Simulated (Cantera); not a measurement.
**Thermodynamics of metals in furnace atmospheres, feed Fe + H2S + CO**

Input: 1 mol Fe, 0.8 mol H2S, 75 mol CO, equilibrated at 1500000 Pa.

Cantera equilibrium calculation (NASA polynomials, part measured and part estimated; ideal gas, pure solids and liquids). Candidate condensed phases: C, C6H6, C7H8, C8H18, Fe, Fe(CO)5, FeO, Fe(OH)2, Fe(OH)3, FeS, FeSO4, FeS2, Fe2O3, Fe2(SO4)3, Fe3O4, H2O, H2SO4, S; 127 gas species. Iron dissolves carbon and melts from about 1420 K in contact with it, which pure phases cannot show. Metal and sulfide melt together well below either melting point, which pure phases cannot show. Mutual solubility and eutectic melting of coexisting phases are not modelled. The tables' stoichiometric FeO is somewhat more stable than real wüstite, so its field is too wide. FeO, FeS: taken at fixed stoichiometry. Condensed phases not in the tables: cementite and carbon dissolved in iron. Equilibrium is a limit: real reactors are often held back by kinetics, nucleation or transport.

From 500 °C to 575 °C the condensed part is C(graphite) + FeS(s) + Fe3O4(s). From 650 °C to 875 °C the condensed part is C(graphite) + FeO(s) + FeS(s). From 950 °C to 1175 °C the condensed part is C(graphite) + Fe(γ) + FeS(s). At 1250 °C the condensed part is C(graphite) + Fe(γ) + FeS(l).

```json
[
 {"T (°C)": "500", "log p CO": "-0.61", "log p CO2": "1.16", "log p H2O": "-0.54", "log p H2": "-1.61", "log p COS": "-3.71", "log p H2S": "-3.23", "n C(graphite)": "37.7", "n FeS(s)": "0.798", "n Fe3O4(s)": "0.0673", "n FeO(s)": "0", "n Fe(γ)": "0", "n FeS(l)": "0"},
 {"T (°C)": "575", "log p CO": "-0.11", "log p CO2": "1.14", "log p H2O": "-0.58", "log p H2": "-1.34", "log p COS": "-3.45", "log p H2S": "-3.20", "n C(graphite)": "37.0", "n FeS(s)": "0.797", "n Fe3O4(s)": "0.0675", "n FeO(s)": "0", "n Fe(γ)": "0", "n FeS(l)": "0"},
 {"T (°C)": "650", "log p CO": "0.30", "log p CO2": "1.10", "log p H2O": "-0.66", "log p H2": "-1.15", "log p COS": "-3.11", "log p H2S": "-3.06", "n C(graphite)": "35.2", "n FeS(s)": "0.796", "n Fe3O4(s)": "0", "n FeO(s)": "0.204", "n Fe(γ)": "0", "n FeS(l)": "0"},
 {"T (°C)": "725", "log p CO": "0.62", "log p CO2": "1.02", "log p H2O": "-0.77", "log p H2": "-1.01", "log p COS": "-2.85", "log p H2S": "-2.98", "n C(graphite)": "31.6", "n FeS(s)": "0.793", "n Fe3O4(s)": "0", "n FeO(s)": "0.207", "n Fe(γ)": "0", "n FeS(l)": "0"},
 {"T (°C)": "800", "log p CO": "0.86", "log p CO2": "0.87", "log p H2O": "-0.94", "log p H2": "-0.92", "log p COS": "-2.71", "log p H2S": "-2.99", "n C(graphite)": "25.6", "n FeS(s)": "0.790", "n Fe3O4(s)": "0", "n FeO(s)": "0.210", "n Fe(γ)": "0", "n FeS(l)": "0"},
 {"T (°C)": "875", "log p CO": "1.02", "log p CO2": "0.64", "log p H2O": "-1.17", "log p H2": "-0.87", "log p COS": "-2.69", "log p H2S": "-3.07", "n C(graphite)": "17.5", "n FeS(s)": "0.789", "n Fe3O4(s)": "0", "n FeO(s)": "0.211", "n Fe(γ)": "0", "n FeS(l)": "0"},
 {"T (°C)": "950", "log p CO": "1.10", "log p CO2": "0.34", "log p H2O": "-1.44", "log p H2": "-0.84", "log p COS": "-2.71", "log p H2S": "-3.16", "n C(graphite)": "9.81", "n FeS(s)": "0.788", "n Fe3O4(s)": "0", "n FeO(s)": "0", "n Fe(γ)": "0.212", "n FeS(l)": "0"},
 {"T (°C)": "1025", "log p CO": "1.14", "log p CO2": "0.00", "log p H2O": "-1.72", "log p H2": "-0.83", "log p COS": "-2.50", "log p H2S": "-2.98", "n C(graphite)": "4.87", "n FeS(s)": "0.780", "n Fe3O4(s)": "0", "n FeO(s)": "0", "n Fe(γ)": "0.220", "n FeS(l)": "0"},
 {"T (°C)": "1100", "log p CO": "1.16", "log p CO2": "-0.33", "log p H2O": "-1.99", "log p H2": "-0.82", "log p COS": "-2.34", "log p H2S": "-2.83", "n C(graphite)": "2.35", "n FeS(s)": "0.770", "n Fe3O4(s)": "0", "n FeO(s)": "0", "n Fe(γ)": "0.230", "n FeS(l)": "0"},
 {"T (°C)": "1175", "log p CO": "1.16", "log p CO2": "-0.64", "log p H2O": "-2.25", "log p H2": "-0.82", "log p COS": "-2.20", "log p H2S": "-2.70", "n C(graphite)": "1.16", "n FeS(s)": "0.758", "n Fe3O4(s)": "0", "n FeO(s)": "0", "n Fe(γ)": "0.242", "n FeS(l)": "0"},
 {"T (°C)": "1250", "log p CO": "1.17", "log p CO2": "-0.93", "log p H2O": "-2.48", "log p H2": "-0.81", "log p COS": "-2.12", "log p H2S": "-2.62", "n C(graphite)": "0.606", "n FeS(s)": "0", "n Fe3O4(s)": "0", "n FeO(s)": "0", "n Fe(γ)": "0.252", "n FeS(l)": "0.748"}
]
```
log p: log10 of the partial pressure in bar; n: condensed amount in mol.
